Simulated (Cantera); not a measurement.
Charge: 1 mol Si2H6, 0.055 mol HCl, 3.6 mol N2, equilibrated at 825 K and 1.00 bar.

Cantera equilibrium calculation (NASA polynomials, part measured and part estimated; ideal gas, pure solids and liquids). Candidate condensed phases: NH4Cl, Si, Si3N4; 28 gas species. The feed counts by its element totals alone. N2 is the only nitrogen source here; it is nearly inert below about 1500 K, so the nitride shown seldom forms there in practice. The numbers say what is thermodynamically allowed, not how fast it happens.

Base state: H2 0.563, N2 0.426, HCl 0.0103, NH3 0.000645 (mole fractions); condensed: Si3N4(s).

**Question.** What changes in the equilibrium state with this change: Si2H6 replaced by SiH2Cl2?

**Answer.** 
| species | before | after |
|---|---|---|
| N2 | 0.426 | 0.641 |
| HCl | 0.0103 | 0.175 |
| H2 | 0.563 | 0.122 |
| SiCl4 | 4.59e-8 | 0.0612 |
| SiHCl3 | 3.09e-9 | 5.28e-5 |
| NH3 | 0.000645 | 8.02e-5 |
| Si3N4(s), mol | 0.667 | 0.233 |
